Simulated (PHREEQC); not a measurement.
A PHREEQC input (ion-association model, wateq4f.dat):

```
SOLUTION 1
  temp 25
  units M
  pH 7.55
  pe 12.2
  Na 356
  K 28.2
  Ca 145
  Mg 106
  Cl 935
  S(6) 52.6 as SO4
  Alkalinity 254 as HCO3
  Li 0.106
  F 1.09
  Si 2.65 as SiO2
  Cu(2) 0.278
  Cd 23.5
  Ba 2.75
END
USE solution 1
EQUILIBRIUM_PHASES 1
  Quartz 0 0.5
  CO2(g) -2.5 10
END
```

It stops with these messages:

```
ERROR: Calculations terminating due to input errors.
```

The fault: a unit that the program doesn't know. The line should read `units mg/kgw` where the input has `units M`. With the mend the run ends at pH 7.83 and ionic strength 0.0395 mol/kgw.
